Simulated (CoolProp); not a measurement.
Model: reference Helmholtz-energy equation of state, Gao 2022, in CoolProp.

### Question
Give the vapour pressure (MPa), vapour density (kg/m³), enthalpy of vaporisation (kJ/kg) of saturated n-perfluorohexane at 410, 424.1 K.

### Answer
| T (K) | p (MPa) | vapour density (kg/m³) | enthalpy of vaporisation (kJ/kg) |
|---|---|---|---|
| 410 | 0.825 | 117 | 54.3 |
| 424.1 | 1.10 | 172 | 45.3 |
